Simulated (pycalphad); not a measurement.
An equivalent pycalphad script:

```python
from pycalphad import Database, equilibrium, calculate, variables as v
import numpy as np
db = Database('COST507.tdb')
comps = ['CU', 'SI', 'VA']
phases = ['BCC_A2', 'CU19SI6_ETA', 'CU33SI7_DELTA', 'CU4SI_EPSILON', 'CU56SI11_GAMMA', 'DIAMOND_A4', 'FCC_A1', 'HCP_A3', 'LIQUID']
eq = equilibrium(db, comps, phases, {v.X('SI'): 0.626, v.T: np.arange(2350, 499, -100), v.P: 101325, v.N: 1}, output=['HM', 'SM'])
```

Computed with pycalphad from the COST 507 light-alloy database (1999), at 1 atm. The data set is of 1999 and partly superseded. Amounts are mole fractions of atoms. Kinetics are ignored, which matters at the lower temperatures.

Results at three of the temperatures:

```
T = 2350.00 K, P = 101325 Pa, N = 1 mol of atoms
G = -159329 J/mol, H = 86024 J/mol, S = 104.41 J/(mol K)  (SER reference)
chemical potentials (J/mol): Cu -182845, Si -145280
phase             fraction      x(Cu)      x(Si)
LIQUID              1.0000     0.3740     0.6260
```

```
T = 2150.00 K, P = 101325 Pa, N = 1 mol of atoms
G = -138700 J/mol, H = 80272 J/mol, S = 101.85 J/(mol K)  (SER reference)
chemical potentials (J/mol): Cu -163104, Si -124120
phase             fraction      x(Cu)      x(Si)
LIQUID              1.0000     0.3740     0.6260
```

```
T = 2050.00 K, P = 101325 Pa, N = 1 mol of atoms
G = -128583 J/mol, H = 77395 J/mol, S = 100.48 J/(mol K)  (SER reference)
chemical potentials (J/mol): Cu -153449, Si -113727
phase             fraction      x(Cu)      x(Si)
LIQUID              1.0000     0.3740     0.6260
```

Changes of the phase set, refined by bisection:

| T (°C) | phases above | phases below |
|---|---|---|
| 1167.0 | liquid | diamond (Si) + liquid |
| 800.5 | diamond (Si) + liquid | CU19SI6_ETA + diamond (Si) |

Database names, with the compositions (at.%) that they take in these runs: CU19SI6_ETA: Cu 76 Si 24. The hcp model here describes the intermediate κ phase of Cu-Si.
